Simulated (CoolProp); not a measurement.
Values from CoolProp's reference Helmholtz-energy equation of state, Bücker 2006.

Problem. For n-butane, give the phase and the cv (kJ/(kg K)) at 359.7 K and 101 kPa; 570.4 K and 101 kPa.

Solution. 
- 359.7 K and 101 kPa: gas; cv 1.83
- 570.4 K and 101 kPa: gas; cv 2.67
